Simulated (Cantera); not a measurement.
**Adiabatic ignition**

An adiabatic, constant-volume homogeneous reactor starts with 9.18 % CO, 5.51 % H₂, 17.9 % O₂, 67.4 % N₂, equivalence ratio 0.41, at 1175 K and 390 Torr.

Computed with Cantera and GRI-Mech 3.0 (53 species, 325 reactions).

```csv
t (s),T (K),P (bar),x CO,x H₂,x O₂,x H₂O,x H₂O₂,x NO₂
5.00e-6,1175,0.520,0.0918,0.0551,0.179,5.22e-10,<1e-12,<1e-12
1.58e-5,1175,0.520,0.0918,0.0551,0.179,1.14e-8,4.53e-12,<1e-12
5.00e-5,1175,0.520,0.0918,0.0551,0.179,1.17e-6,1.96e-10,<1e-12
0.000158,1404,0.615,0.0758,0.00549,0.141,0.0395,1.61e-6,4.16e-10
0.000500,2221,0.929,0.0171,0.00188,0.114,0.0500,8.96e-8,4.31e-8
0.00158,2410,0.996,0.00694,0.000691,0.113,0.0544,1.02e-7,3.96e-7
0.00500,2415,0.998,0.00640,0.000640,0.112,0.0547,1.07e-7,1.35e-6
0.0158,2409,0.995,0.00624,0.000625,0.111,0.0548,1.05e-7,3.80e-6
0.0500,2399,0.990,0.00598,0.000603,0.108,0.0550,1.01e-7,7.60e-6
0.158,2395,0.988,0.00588,0.000594,0.107,0.0551,9.97e-8,9.12e-6
0.500,2394,0.988,0.00588,0.000594,0.107,0.0551,9.96e-8,9.15e-6
1.58,2394,0.988,0.00588,0.000594,0.107,0.0551,9.96e-8,9.15e-6
5.00,2394,0.988,0.00588,0.000594,0.107,0.0551,9.96e-8,9.15e-6
```
x: mole fraction; the columns are a selection and need not sum to one.

time of steepest temperature rise: 0.150 ms
temperature at 5.00 s: 2394 K
equilibrium temperature: 2394 K
x(CO) at 5.00 s: 0.00588 (gas-phase equilibrium 0.00588)
x(H₂) at 5.00 s: 0.000594 (gas-phase equilibrium 0.000594)
x(O₂) at 5.00 s: 0.107 (gas-phase equilibrium 0.107)
